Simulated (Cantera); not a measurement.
## Diamond growth

A diamond (100) surface in a fixed gas of H2 with x(CH4) = 0.0077, x(CH3) = 3.7e-05, at 1023 K, 0.0276 atm; coverages are run to steady state.

Computed with Cantera and the Harris–Goodwin 1993 mechanism for the reconstructed diamond (100) surface.

| x(H) | growth (µm/h) | θ c6HH | θ c6H* | θ c6*H | θ c6** | θ c6HM |
|---|---|---|---|---|---|---|
| 0.0001 | 0.0691 | 0.605 | 0.0179 | 0.345 | 0.00498 | 0.0193 |
| 0.0002 | 0.132 | 0.584 | 0.0189 | 0.363 | 0.00703 | 0.0190 |
| 0.00042 | 0.232 | 0.575 | 0.0195 | 0.374 | 0.00883 | 0.0162 |
| 0.00086 | 0.344 | 0.572 | 0.0198 | 0.381 | 0.0100 | 0.0119 |
| 0.0017 | 0.441 | 0.573 | 0.0201 | 0.386 | 0.0107 | 0.00777 |
| 0.0036 | 0.518 | 0.574 | 0.0202 | 0.389 | 0.0111 | 0.00433 |
| 0.0073 | 0.562 | 0.575 | 0.0204 | 0.390 | 0.0113 | 0.00232 |
| 0.015 | 0.587 | 0.575 | 0.0205 | 0.391 | 0.0115 | 0.00118 |
| 0.031 | 0.600 | 0.575 | 0.0206 | 0.392 | 0.0115 | 0.000584 |
θ: site fractions in the mechanism's names (c6HH fully hydrogenated, c6H* and c6*H radical sites, c6** diradical, c6HM methylated).
